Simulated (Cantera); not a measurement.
A perfectly stirred reactor is fed with 11.9 % CH4, 18.4 % O2, 69.0 % N2, 0.704 % H2, at 3750 Torr; it is adiabatic with a 500 K inlet, and is followed from long to short residence time, starting on the burning branch (τ in s: 0.12, 0.049, 0.02, 0.0084, 0.0035, 0.0014, 0.0006, 0.00025, 0.0001, 4.2e-05, 1.7e-05, 7.2e-06).

Computed with Cantera and GRI-Mech 3.0 (53 species, 325 reactions).

**Question.** Predict: blow-out, bracketed by the residence times tried; x(CH4) at τ = 0.120 s; x(O2) at τ = 0.120 s; x(NO) at τ = 0.120 s; x(CH3) at τ = 0.120 s; x(H) at τ = 0.120 s; x(CH4) at τ = 0.600 ms; x(O2) at τ = 0.600 ms; x(NO) at τ = 0.600 ms; x(CH3) at τ = 0.600 ms; x(H) at τ = 0.600 ms.

**Answer.** 
```
Item                                                                           Result
------------------------------------------------  -----------------------------------
blow-out, bracketed by the residence times tried  burning at 0.100 ms, out at 42.0 µs
x(CH4) at τ = 0.120 s                                                         3.98e-5
x(O2) at τ = 0.120 s                                                          3.15e-5
x(NO) at τ = 0.120 s                                                         0.000111
x(CH3) at τ = 0.120 s                                                         9.42e-6
x(H) at τ = 0.120 s                                                          0.000630
x(CH4) at τ = 0.600 ms                                                        0.00115
x(O2) at τ = 0.600 ms                                                         0.00231
x(NO) at τ = 0.600 ms                                                        0.000190
x(CH3) at τ = 0.600 ms                                                       0.000470
x(H) at τ = 0.600 ms                                                          0.00139
```
